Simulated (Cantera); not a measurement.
A perfectly stirred reactor is fed with CH₄ : C₂H₆ : C₃H₈ : O₂ : N₂ = 1 : 0.12 : 0.047 : 4.58 : 17.2 (molar parts), equivalence ratio 0.58, at 21000 Pa; it is adiabatic with a 750 K inlet, and is followed from long to short residence time, starting on the burning branch (τ in s: 0.065, 0.02, 0.0063, 0.002, 0.00061, 0.00019, 5.8e-05, 1.8e-05, 5.6e-06).

Model: GRI-Mech 3.0 (53 species, 325 reactions), integrated in Cantera.

x: mole fraction; the columns are a selection and need not sum to one.

```tsv
τ (s)	T (K)	x CH₄	x C₂H₆	x C₃H₈	x CH₂O	x H
0.065	1936	8.14e-6	?	8.42e-8	1.50e-6	0.000606
0.020	1891	1.82e-5	?	1.94e-7	3.38e-6	0.00151
0.0063	1827	4.35e-5	?	4.58e-7	7.75e-6	0.00322
0.0020	1751	0.000118	?	1.21e-6	1.94e-5	0.00553
0.00061	1666	0.000423	?	4.22e-6	6.11e-5	0.00693
0.00019	750	0.0436	0.00523	0.00205	<1e-12	<1e-12
5.8e-5	750	0.0436	0.00523	0.00205	<1e-12	<1e-12
1.8e-5	750	0.0436	0.00523	0.00205	<1e-12	<1e-12
5.6e-6	750	0.0436	0.00523	0.00205	<1e-12	<1e-12
```

Q: What belongs in the gaps?

A: 
- 0.065, x C₂H₆: 2.23e-7
- 0.020, x C₂H₆: 5.33e-7
- 0.0063, x C₂H₆: 1.31e-6
- 0.0020, x C₂H₆: 3.55e-6
- 0.00061, x C₂H₆: 1.26e-5
